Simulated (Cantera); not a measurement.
Charge: 1 mol CaCO3, 0.14 mol O2, 4.7 mol H2O, at 1150 K and 0.670 bar.

Equilibrium computed with Cantera from the NASA thermochemical tables; the gas is ideal and each condensed phase is pure. Candidate condensed phases: C, C6H6, C7H8, C8H18, Ca, CaCO3, CaO, Ca(OH)2, H2O; 115 gas species. The numbers say what is thermodynamically allowed, not how fast it happens.

Base state: H2O 0.805, CO2 0.171, O2 0.0240 (mole fractions); condensed: CaO(s).

Problem. What changes in the equilibrium state with this change: temperature from 1150 K to 848 K?

Solution. 
```json
[
 {"species": "H2O", "before": "0.805", "after": "0.969"},
 {"species": "O2", "before": "0.0240", "after": "0.0289"},
 {"species": "CO2", "before": "0.171", "after": "0.00202"},
 {"species": "CaO(s), mol", "before": "1.00", "after": "0.00980"},
 {"species": "CaCO3(calcite), mol", "before": "0", "after": "0.990"}
]
```
